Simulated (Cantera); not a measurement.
Input: 1 mol B2O3, 1.9 mol SiCl4, 1.3 mol F2, held at 948.15 K and 0.190 bar.

Equilibrium computed with Cantera from the NASA thermochemical tables; the gas is ideal and each condensed phase is pure. Candidate condensed phases: B, B2O3, Si, SiO2; 45 gas species. Condensed phases not in the tables: borates and borosilicate glass, alloys, solid solutions and most ternary compounds. Kinetics and transport are ignored.

Base state: Cl2 0.364, SiCl4 0.209, BF3 0.205, BCl3 0.158, B3O3Cl3 0.0298, B3O3F3 0.0200, SiF4 0.0130, Cl 0.000237 (mole fractions); condensed: B2O3(l) + SiO2(β-quartz).

Problem. What changes in the equilibrium state with this change: temperature from 948.15 K to 998 K?

Solution. 
```
species                before     after
-------------------  --------  --------
Cl2                     0.364     0.361
BF3                     0.205     0.204
SiCl4                   0.209     0.187
BCl3                    0.158     0.177
B3O3Cl3                0.0298    0.0368
SiF4                   0.0130    0.0117
B3O3F3                 0.0200    0.0214
BOF                   2.50e-5   8.22e-5
Cl                   0.000237  0.000520
B2O3(l), mol           0.0836         0
SiO2(β-quartz), mol      1.11      1.19
```
